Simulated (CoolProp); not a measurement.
Vapour-liquid equilibrium of propane (1) + isobutane (2) at -6.45 °C; x and y are mole fractions of (1).

Computed with CoolProp (multi-fluid Helmholtz-energy mixture model, Lemmon 2009 and Bücker 2006; pair parameters Kunz 2012).

```csv
x,"bubble pressure, mixture model (MPa)","bubble pressure, Raoult's law (MPa)","y, mixture model","y, Raoult's law"
0.05,___,0.1373,0.134,0.141
0.2,0.1745,0.1768,___,0.438
0.35,___,0.2163,0.603,0.627
0.5,0.2502,0.2559,___,0.757
0.65,0.2898,0.2954,0.840,0.853
0.8,0.3309,0.3349,___,0.926
0.95,0.3733,0.3745,___,0.983
```

### Question
Complete the blanks.

### Answer

- 0.05, bubble pressure, mixture model (MPa): 0.1369
- 0.2, y, mixture model: 0.418
- 0.35, bubble pressure, mixture model (MPa): 0.2119
- 0.5, y, mixture model: 0.737
- 0.8, y, mixture model: 0.919
- 0.95, y, mixture model: 0.982

The largest gap from Raoult's law is -2.2 % in bubble pressure, at x = 0.5. No azeotrope shows between x = 0.05 and 0.95.

Pair parameters are fitted to limited data, so mixtures are less certain than the pure fluids.
